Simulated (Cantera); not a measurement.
Input: 1 mol CH₃SiH₃, 0.11 mol C₃H₈, 500 mol H₂, at 10000 Pa.

Equilibrium computed with Cantera from the NASA thermochemical tables; the gas is ideal and each condensed phase is pure. Candidate condensed phases: C, C₆H₆, C₇H₈, C₈H₁₈, Si, SiC; 87 gas species. The feed counts by its element totals alone. Gases not in the tables: Si₂H₆ and higher silanes. Kinetics and transport are ignored.

### Question
Which condensed phases are stable at each of these points (T (°C)): 1402, 1477, 1552, 1627, 1702, 1777, 1852, 1927, 2002, 2077?

### Answer
| T (°C) | condensed phases | Si condensed (%) |
|---|---|---|
| 1402 | C(graphite) + SiC(s) | 100.0 |
| 1477 | C(graphite) + SiC(s) | 100.0 |
| 1552 | C(graphite) + SiC(s) | 99.9 |
| 1627 | SiC(s) | 99.5 |
| 1702 | SiC(s) | 98.2 |
| 1777 | SiC(s) | 93.7 |
| 1852 | SiC(s) | 80.9 |
| 1927 | SiC(s) | 50.0 |
| 2002 | gas only | 0.0 |
| 2077 | gas only | 0.0 |

From 1402 °C to 1552 °C the condensed part is C(graphite) + SiC(s). From 1627 °C to 1927 °C the condensed part is SiC(s). From 2002 °C to 2077 °C nothing is condensed.
